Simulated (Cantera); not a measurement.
Feed: 1 mol CCl₄, 1.9 mol HCl, held at 1.50 mbar.

Cantera equilibrium calculation (NASA polynomials, part measured and part estimated; ideal gas, pure solids and liquids). Candidate condensed phases: C, C₆H₆, C₇H₈, C₈H₁₈; 91 gas species. Rates play no part.

x: gas mole fraction; n: condensed amount in mol.

```csv
T (°C),x Cl,x HCl,x H,x Cl₂,n C(graphite)
1627,0.674,0.323,0.000152,[?],1.000
1652,0.675,0.322,0.000219,[?],1.000
1677,0.676,0.322,0.000313,[?],1.000
1702,0.676,0.322,0.000443,[?],1.000
1727,0.677,0.321,0.000623,[?],1.000
1752,0.677,0.321,0.000868,[?],1.000
1777,0.678,0.320,0.00120,[?],1.000
1802,0.678,0.319,0.00164,[?],1.000
1827,0.679,0.318,0.00223,[?],1.000
1852,0.680,0.316,0.00300,[?],1.000
1877,0.680,0.314,0.00400,[?],1.000
1902,0.682,0.311,0.00529,[?],1.000
1927,0.683,0.308,0.00693,[?],1.000
```

Task: Complete the blanks.

Result: 
- 1627, x Cl₂: 0.00280
- 1652, x Cl₂: 0.00228
- 1677, x Cl₂: 0.00186
- 1702, x Cl₂: 0.00153
- 1727, x Cl₂: 0.00126
- 1752, x Cl₂: 0.00105
- 1777, x Cl₂: 0.000872
- 1802, x Cl₂: 0.000729
- 1827, x Cl₂: 0.000613
- 1852, x Cl₂: 0.000517
- 1877, x Cl₂: 0.000438
- 1902, x Cl₂: 0.000373
- 1927, x Cl₂: 0.000319
